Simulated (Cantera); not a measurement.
Charge: 1 mol CuO, 2800 mol H₂, 2.5 mol N₂, equilibrated at 1448.15 K and 19.0 mbar.

These are equilibrium values from Cantera (NASA tables, ideal gas, pure condensed phases), not measurements of a reactor. Candidate condensed phases: Cu, CuO, Cu(OH)₂, Cu₂O, H₂O; 27 gas species. Kinetics and transport are ignored.

What is the equilibrium state?


```json
{
 "x(H₂)": "0.999",
 "x(N₂)": "0.000892",
 "x(H₂O)": "0.000357",
 "x(Cu)": "0.000175",
 "x(H)": "6.69e-5",
 "n(Cu(l))": "0.509 mol",
 "gas_amount": "2803 mol",
 "log10 activity of Cu(OH)₂(s) (absent)": "-17.32"
}
```
